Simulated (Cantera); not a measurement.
Input: 1 mol Si₃N₄, 2.8 mol Cl₂, 4.4 mol N₂, equilibrated at 1673 K and 10.0 Torr.

Cantera equilibrium calculation (NASA polynomials, part measured and part estimated; ideal gas, pure solids and liquids). Candidate condensed phases: Si, Si₃N₄; 13 gas species. The tables' values for SiCl₃, SiCl are old estimates; treat these amounts as uncertain. Equilibrium is a limit: real reactors are often held back by kinetics, nucleation or transport.

Base state: N₂ 0.696, SiCl₂ 0.283, SiCl₃ 0.0178, SiCl₄ 0.00233, Cl 0.000454, SiCl 9.37e-5 (mole fractions); condensed: Si₃N₄(s).

### Question
What changes in the equilibrium state with this change: Si₃N₄ replaced by BN?

### Answer
| species | before | after |
|---|---|---|
| N₂ | 0.696 | 0.594 |
| Cl | 0.000454 | 0.253 |
| BCl₃ | 0 | 0.121 |
| SiCl₂ | 0.283 | 0 |
| SiCl₃ | 0.0178 | 0 |
| Cl₂ | 9.95e-8 | 0.0310 |
| SiCl₄ | 0.00233 | 0 |
| SiCl | 9.37e-5 | 0 |
| BCl₂ | 0 | 3.24e-5 |
| Si₃N₄(s), mol | 0.100 | 0 |
The tables' values for BCl₂ are old estimates; treat these amounts as uncertain. Further candidate phases: B, BN.
